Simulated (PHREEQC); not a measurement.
1 kg of water holding 0.073 mol MgCl2, 0.07 mol SrCl2, 0.56 mol NaCl and 0.015 mol CaCl2 is evaporated at 30 °C; the solids stay in contact with the brine. No CO2 enters from the air. The run lets Bischofite, Brucite, Halite, Portlandite, MgCl2_4H2O precipitate or redissolve, and no other solid.

The series has 19 steps of water left (kg), from 1 to 0.0293.

The numbers come from PHREEQC with the Pitzer model, pitzer.dat.

Task: Which solids form, in which order, and at which step of the series does each first stand?

Result: Halite from water left = 0.1156 kg.
